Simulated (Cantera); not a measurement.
Input: 1 mol SiCl₄, 4.8 mol N₂, equilibrated at 1075 K and 1.40 mbar.

Cantera equilibrium calculation (NASA polynomials, part measured and part estimated; ideal gas, pure solids and liquids). Candidate condensed phases: Si, Si₃N₄; 13 gas species. The tables' values for SiCl₃ are old estimates; treat these amounts as uncertain. Rates play no part.

Base state: N₂ 0.828, SiCl₄ 0.172, SiCl₃ 3.03e-5, Cl 2.86e-5 (mole fractions); condensed: gas only.

Question: What changes in the equilibrium state with this change: SiCl₄ replaced by Si₂Cl₆?

Answer: 
| species | before | after |
|---|---|---|
| N₂ | 0.828 | 0.748 |
| SiCl₄ | 0.172 | 0.249 |
| SiCl₃ | 3.03e-5 | 0.00210 |
| SiCl₂ | 8.42e-8 | 0.000279 |
| Cl | 2.86e-5 | 5.97e-7 |
| Si₃N₄(s), mol | 0 | 0.165 |
The feed counts by its element totals alone. N₂ is the only nitrogen source here; it is nearly inert below about 1500 K, so the nitride shown seldom forms there in practice.

Question: What changes in the equilibrium state with this change: SiCl₄ replaced by SiH₄?

Answer: 
```json
[
 {"species": "N₂", "before": "0.828", "after": "0.674"},
 {"species": "H₂", "before": "0", "after": "0.326"},
 {"species": "SiCl₄", "before": "0.172", "after": "0"},
 {"species": "SiCl₃", "before": "3.03e-5", "after": "0"},
 {"species": "Cl", "before": "2.86e-5", "after": "0"},
 {"species": "Si₃N₄(s), mol", "before": "0", "after": "0.333"}
]
```
N₂ is the only nitrogen source here; it is nearly inert below about 1500 K, so the nitride shown seldom forms there in practice.
